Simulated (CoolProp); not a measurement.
Properties of decamethyltetrasiloxane (MD2M) along the isobar 7.05 bar (Tc = 326.2 °C, pc = 11.44 bar, ω = 0.635).

The numbers come from the reference Helmholtz-energy equation of state, Thol 2017 in CoolProp.

```json
[
 {"T (°C)": "-39.75", "phase": "liquid", "density (kg/m³)": "914.7", "speed of sound (m/s)": "1172"},
 {"T (°C)": "-25.25", "phase": "liquid", "density (kg/m³)": "899.9", "speed of sound (m/s)": "1114"},
 {"T (°C)": "-10.85", "phase": "liquid", "density (kg/m³)": "885.3", "speed of sound (m/s)": "1060"},
 {"T (°C)": "3.65", "phase": "liquid", "density (kg/m³)": "870.8", "speed of sound (m/s)": "1007"},
 {"T (°C)": "18.15", "phase": "liquid", "density (kg/m³)": "856.4", "speed of sound (m/s)": "957.1"},
 {"T (°C)": "32.65", "phase": "liquid", "density (kg/m³)": "842.0", "speed of sound (m/s)": "908.9"},
 {"T (°C)": "47.05", "phase": "liquid", "density (kg/m³)": "827.8", "speed of sound (m/s)": "862.8"},
 {"T (°C)": "61.55", "phase": "liquid", "density (kg/m³)": "813.4", "speed of sound (m/s)": "817.8"},
 {"T (°C)": "76.05", "phase": "liquid", "density (kg/m³)": "799.0", "speed of sound (m/s)": "774.1"},
 {"T (°C)": "90.55", "phase": "liquid", "density (kg/m³)": "784.4", "speed of sound (m/s)": "731.6"},
 {"T (°C)": "104.95", "phase": "liquid", "density (kg/m³)": "769.8", "speed of sound (m/s)": "690.3"},
 {"T (°C)": "119.45", "phase": "liquid", "density (kg/m³)": "754.8", "speed of sound (m/s)": "649.4"}
]
```
